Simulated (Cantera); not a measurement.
What does this Cantera script print?

```python
import numpy as np
import cantera as ct

gas_names = """
    S2 PbS
""".split()
cond_names = """
    Ni(cr) Ni(L) NiS(b) NiS(a) NiS(L) Pb(cr) Pb(L) Ni3S4(s) Ba(cr) Ba(L) BaS(s) NiS2(s) NiS2(L) Ca(a)
    Ca(b) Ca(L) CaS(s)
""".split()


# ... load() reads the species with a 1 bar reference pressure and builds the phases ...
species = {s.name: s for s in load("nasa_gas.yaml", gas_names) + load("nasa_condensed.yaml", cond_names)}
# Each term lists the table entries of one substance; the one whose range holds T is used.
reactions = {
    '2 Ni + S2(g) = 2 NiS':
        [(-2, ['Ni(cr)', 'Ni(L)']), (-1, ['S2']), (2, ['NiS(b)', 'NiS(a)', 'NiS(L)'])],
    '2 Pb + S2(g) = 2 PbS(g)':
        [(-2, ['Pb(cr)', 'Pb(L)']), (-1, ['S2']), (2, ['PbS'])],
    '1.5 Ni + S2(g) = 0.5 Ni3S4':
        [(-1.5, ['Ni(cr)', 'Ni(L)']), (-1, ['S2']), (0.5, ['Ni3S4(s)'])],
    '2 Ba + S2(g) = 2 BaS':
        [(-2, ['Ba(cr)', 'Ba(L)']), (-1, ['S2']), (2, ['BaS(s)'])],
    'Ni + S2(g) = NiS2':
        [(-1, ['Ni(cr)', 'Ni(L)']), (-1, ['S2']), (1, ['NiS2(s)', 'NiS2(L)'])],
    '2 Ca + S2(g) = 2 CaS':
        [(-2, ['Ca(a)', 'Ca(b)', 'Ca(L)']), (-1, ['S2']), (2, ['CaS(s)'])],
}


def pick(names, T):
    return next(species[n] for n in names if species[n].thermo.min_temp <= T <= species[n].thermo.max_temp)


results = []
for label, terms in reactions.items():
    print(label)
    print("     T/K   dH/kJ  dS/(J/K)   dG/kJ   log10 K")
    for T in [300, 423, 448, 473, 498, 523, 548, 573, 598]:
        used = [(nu, pick(names, T)) for nu, names in terms]
        dH = sum(nu * s.thermo.h(T) for nu, s in used) / 1e6
        dS = sum(nu * s.thermo.s(T) for nu, s in used) / 1e3
        dG = dH - T * dS / 1e3
        logK = -dG * 1e6 / (ct.gas_constant * T * np.log(10))
        results.append((label, T, dH, dS, dG, logK, [s.name for _, s in used]))
        print(f"{T:8g} {dH:8.1f} {dS:8.1f} {dG:8.1f} {logK:8.2f}")
```

Output:

```
2 Ni + S2(g) = 2 NiS
     T/K   dH/kJ  dS/(J/K)   dG/kJ   log10 K
     300   -304.1   -182.0   -249.5    43.44
     423   -302.9   -178.7   -227.3    28.07
     448   -302.7   -178.2   -222.9    25.99
     473   -302.4   -177.6   -218.4    24.12
     498   -302.2   -177.1   -214.0    22.45
     523   -302.0   -176.6   -209.6    20.93
     548   -301.7   -176.2   -205.2    19.56
     573   -301.5   -175.9   -200.8    18.30
     598   -301.4   -175.6   -196.4    17.15
2 Pb + S2(g) = 2 PbS(g)
     T/K   dH/kJ  dS/(J/K)   dG/kJ   log10 K
     300    135.2    144.8     91.7   -15.97
     423    133.1    139.1     74.3    -9.17
     448    132.7    138.1     70.8    -8.26
     473    132.2    137.0     67.4    -7.44
     498    131.7    136.1     64.0    -6.71
     523    131.2    135.1     60.6    -6.05
     548    130.7    134.2     57.2    -5.45
     573    130.2    133.3     53.9    -4.91
     598    129.7    132.4     50.5    -4.41
1.5 Ni + S2(g) = 0.5 Ni3S4
     T/K   dH/kJ  dS/(J/K)   dG/kJ   log10 K
     300   -278.9   -179.8   -225.0    39.18
     423   -277.5   -175.8   -203.1    25.08
     448   -277.1   -175.0   -198.8    23.17
     473   -276.8   -174.2   -194.4    21.47
     498   -276.4   -173.4   -190.0    19.93
     523   -276.0   -172.6   -185.7    18.55
     548   -275.6   -171.8   -181.4    17.29
     573   -275.1   -171.1   -177.1    16.15
     598   -274.8   -170.4   -172.9    15.10
2 Ba + S2(g) = 2 BaS
     T/K   dH/kJ  dS/(J/K)   dG/kJ   log10 K
     300  -1055.6   -196.2   -996.7   173.54
     423  -1054.5   -193.0   -972.8   120.13
     448  -1054.2   -192.5   -968.0   112.86
     473  -1054.1   -192.1   -963.2   106.37
     498  -1053.9   -191.7   -958.4   100.52
     523  -1053.7   -191.4   -953.6    95.24
     548  -1053.5   -191.0   -948.8    90.44
     573  -1053.3   -190.7   -944.0    86.06
     598  -1053.2   -190.5   -939.3    82.04
Ni + S2(g) = NiS2
     T/K   dH/kJ  dS/(J/K)   dG/kJ   log10 K
     300   -259.8   -186.1   -203.9    35.50
     423   -258.4   -182.4   -181.3    22.38
     448   -258.2   -181.9   -176.7    20.60
     473   -258.0   -181.4   -172.2    19.01
     498   -257.7   -180.9   -167.7    17.58
     523   -257.5   -180.4   -163.1    16.29
     548   -257.3   -180.0   -158.6    15.12
     573   -257.1   -179.7   -154.1    14.05
     598   -256.9   -179.4   -149.6    13.07
2 Ca + S2(g) = 2 CaS
     T/K   dH/kJ  dS/(J/K)   dG/kJ   log10 K
     300  -1074.8   -200.1  -1014.8   176.69
     423  -1073.5   -196.5   -990.4   122.30
     448  -1073.3   -195.9   -985.5   114.90
     473  -1073.1   -195.4   -980.6   108.29
     498  -1072.8   -195.0   -975.7   102.34
     523  -1072.6   -194.6   -970.9    96.96
     548  -1072.4   -194.2   -966.0    92.08
     573  -1072.3   -193.9   -961.2    87.62
     598  -1072.1   -193.6   -956.3    83.53
```

Cantera with NASA thermochemical tables; ideal gases at 1 bar, condensed phases pure. Condensed species are held in their standard states even where they would react or evaporate.
